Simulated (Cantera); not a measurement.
Input: 1 mol Si₃N₄, 0.028 mol CO₂, 10 mol N₂, equilibrated at 1075 K.

Cantera equilibrium calculation (NASA polynomials, part measured and part estimated; ideal gas, pure solids and liquids). Candidate condensed phases: C, Si, SiC, SiO₂, Si₂N₂O, Si₃N₄; 34 gas species. Mutual solubility and eutectic melting of coexisting phases are not modelled. The numbers say what is thermodynamically allowed, not how fast it happens.

log p: log10 of the partial pressure in bar; n: condensed amount in mol.

```tsv
P (Pa)	log p N₂	log p CO	log p SiO	n SiC(s)	n Si₂N₂O(s)	n Si₃N₄(s)	n C(graphite)
0.100	-6.00	-11.44	-13.52	0.0280	0.0560	0.953	0
1.50	?	?	?	0.0280	0.0560	0.953	0
22	?	?	?	0	0.0560	0.963	0.0280
320	-2.49	-9.41	<-14	0	0.0560	0.963	0.0280
4600	-1.34	-9.02	<-13	0	0.0560	0.963	0.0280
68000	-0.17	-8.63	<-12	0	0.0560	0.963	0.0280
1000000	1.00	-8.24	<-11	0	0.0560	0.963	0.0280
```

What belongs in the gaps?


- 22, log p N₂: -3.66
- 22, log p CO: -9.80
- 22, log p SiO: -14.30
- 1.50, log p N₂: -4.82
- 1.50, log p CO: -10.26
- 1.50, log p SiO: -13.91
